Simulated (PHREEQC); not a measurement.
Dissolve 2.3 mmol/kgw CdCl2, 22 mmol/kgw KCl and 1.8 mmol/kgw HCl at 92 °C. Closed to the air; pH follows from the charge balance.

Computed with PHREEQC (ion-association model, phreeqc.dat).

No solid was allowed to form.

Q: Order these Cd species by the share of Cd that they hold, largest first: Cd+2, CdCl3-, CdCl+, CdCl2.

A: CdCl+ (56 %), Cd+2 (38 %), CdCl2 (5.3 %), CdCl3- (0.21 %)

Q: Order these Cl species by the share of Cl that they hold, largest first: Cl-, CdCl2, CdCl+.

A: Cl- (95 %), CdCl+ (4.6 %), CdCl2 (0.86 %)

The pH is 2.81 and the ionic strength 0.0277 mol/kgw. Away from 25 °C the constants follow the database's enthalpies or fits; those with neither stay at their 25 °C values.
